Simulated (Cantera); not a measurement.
## Thermodynamics of carbon deposition, reforming and gasification, feed n-butane + CO2

A closed system holds: 1 mol n-butane, 0.029 mol CO2, at 1.00 bar.

These are equilibrium values from Cantera (NASA tables, ideal gas, pure condensed phases), not measurements of a reactor. Candidate condensed phases: C, C6H6, C7H8, C8H18, H2O; 110 gas species. Equilibrium is a limit: real reactors are often held back by kinetics, nucleation or transport.

```
T (K)  log p H2  log p CO  log p CH4  log p H  n C(graphite)
-----  --------  --------  ---------  -------  -------------
1375      -0.01     -1.94      -2.32    -5.47           3.95
1450      -0.01     -1.94      -2.49    -5.03           3.95
1525      -0.01     -1.94      -2.65    -4.63           3.96
1600      -0.01     -1.94      -2.80    -4.27           3.96
1675      -0.01     -1.94      -2.93    -3.94           3.96
1750      -0.01     -1.94      -3.05    -3.64           3.97
1825      -0.01     -1.94      -3.16    -3.36           3.97
1900      -0.01     -1.94      -3.26    -3.10           3.96
1975      -0.01     -1.94      -3.36    -2.87           3.96
2050      -0.01     -1.94      -3.44    -2.65           3.96
2125      -0.01     -1.94      -3.52    -2.44           3.95
```
log p: log10 of the partial pressure in bar; n: condensed amount in mol.

From 1375 K to 2125 K the condensed part is C(graphite). The main C-bearing gas is CO throughout.
